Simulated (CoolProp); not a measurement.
Properties of 1-butene at several states (Tc = 419.3 K, pc = 40.06 bar, ω = 0.192).

The numbers come from the reference Helmholtz-energy equation of state, Lemmon 2005 in CoolProp. It is a short technical equation, of lower accuracy than the large ones.

```
T (K)  p (bar)   phase  density (kg/m³)  fugacity coefficient
-----  -------  ------  ---------------  --------------------
502.1     4.48     gas            6.154                0.9787
200.4     72.8  liquid            702.9             0.0005274
356.8     6.16     gas            12.92                0.9104
414.4    0.523     gas           0.8557                0.9953
160       0.27  liquid            740.1              0.001868
410.5     9.26     gas            16.76                0.9150
```
